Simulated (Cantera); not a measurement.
A closed system holds: 1 mol MgO, 3.1 mol N2, held at 2502 °C and 5.00 mbar.

These are equilibrium values from Cantera (NASA tables, ideal gas, pure condensed phases), not measurements of a reactor. Rates play no part.

```
species   before    after
-------  -------  -------
Mg         0.201    0.553
O          0.124    0.263
O2        0.0320    0.143
N2         0.627   0.0152
MgO      0.00361   0.0211
NO        0.0124  0.00407
N        3.25e-5  5.06e-6
```
Gas species are given as mole fractions.

Question: What was changed between the two runs?
A) pressure from 5.00 mbar to 1.60 Pa
B) temperature from 2502 °C to 1425 °C
C) N2 from 3.1 to 0.03 mol
D) N2 from 3.1 to 1.2 mol

Answer: C, N2 from 3.1 to 0.03 mol
